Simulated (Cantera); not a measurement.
Transport properties of process gases

Gas mixture: C₃H₈ = 0.25 (molar parts), at 1.00 bar, frozen composition.

Cantera's kinetic-theory transport with the Lennard-Jones parameters of GRI-Mech 3.0, ideal gas; thermal conductivity in the multicomponent form.

```json
[
 {"T (K)": "400", "ρ (kg/m³)": "1.33", "cp (J/kg/K)": "2134", "μ (µPa s)": "10.9", "λ (mW/m/K)": "30.6", "Pr": "0.758", "D (cm²/s) C₂H₂": "0.158", "D (cm²/s) H₂": "0.785", "D (cm²/s) NH₃": "0.202"},
 {"T (K)": "500", "ρ (kg/m³)": "1.06", "cp (J/kg/K)": "2549", "μ (µPa s)": "13.3", "λ (mW/m/K)": "44.6", "Pr": "0.759", "D (cm²/s) C₂H₂": "0.239", "D (cm²/s) H₂": "1.15", "D (cm²/s) NH₃": "0.312"},
 {"T (K)": "600", "ρ (kg/m³)": "0.884", "cp (J/kg/K)": "2917", "μ (µPa s)": "15.5", "λ (mW/m/K)": "59.5", "Pr": "0.759", "D (cm²/s) C₂H₂": "0.333", "D (cm²/s) H₂": "1.57", "D (cm²/s) NH₃": "0.441"},
 {"T (K)": "700", "ρ (kg/m³)": "0.758", "cp (J/kg/K)": "3237", "μ (µPa s)": "17.5", "λ (mW/m/K)": "74.8", "Pr": "0.759", "D (cm²/s) C₂H₂": "0.438", "D (cm²/s) H₂": "2.04", "D (cm²/s) NH₃": "0.588"},
 {"T (K)": "800", "ρ (kg/m³)": "0.663", "cp (J/kg/K)": "3512", "μ (µPa s)": "19.4", "λ (mW/m/K)": "90.1", "Pr": "0.758", "D (cm²/s) C₂H₂": "0.555", "D (cm²/s) H₂": "2.55", "D (cm²/s) NH₃": "0.751"},
 {"T (K)": "900", "ρ (kg/m³)": "0.589", "cp (J/kg/K)": "3749", "μ (µPa s)": "21.2", "λ (mW/m/K)": "105", "Pr": "0.757", "D (cm²/s) C₂H₂": "0.681", "D (cm²/s) H₂": "3.10", "D (cm²/s) NH₃": "0.930"}
]
```
D: mixture-averaged diffusion coefficient of that species in the mixture.
